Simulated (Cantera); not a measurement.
Feed: 1 mol c-C₄F₈, 0.02 mol HCl, 0.12 mol H₂, held at 3273.15 K and 0.0300 Torr.

Method: chemical equilibrium by Gibbs-energy minimisation in Cantera with the NASA 1993 tables (ideal gas, pure condensed phases). Candidate condensed phases: C, C₆H₆, C₇H₈, C₈H₁₈; 118 gas species. The feed counts by its element totals alone. The numbers say what is thermodynamically allowed, not how fast it happens.

Base state: F 0.656, C 0.311, H 0.0209, C₂ 0.00615, CF 0.00288, Cl 0.00165, C₃ 0.00130, HF 0.000485 (mole fractions); condensed: gas only.

### Question
What changes in the equilibrium state with this change: c-C₄F₈ replaced by CH₂F₂?

### Answer
| species | before | after |
|---|---|---|
| H | 0.0209 | 0.426 |
| F | 0.656 | 0.376 |
| C | 0.311 | 0.185 |
| H₂ | 1.51e-7 | 6.25e-5 |
| HF | 0.000485 | 0.00565 |
| C₃ | 0.00130 | 0.000275 |
| CF | 0.00288 | 0.000984 |
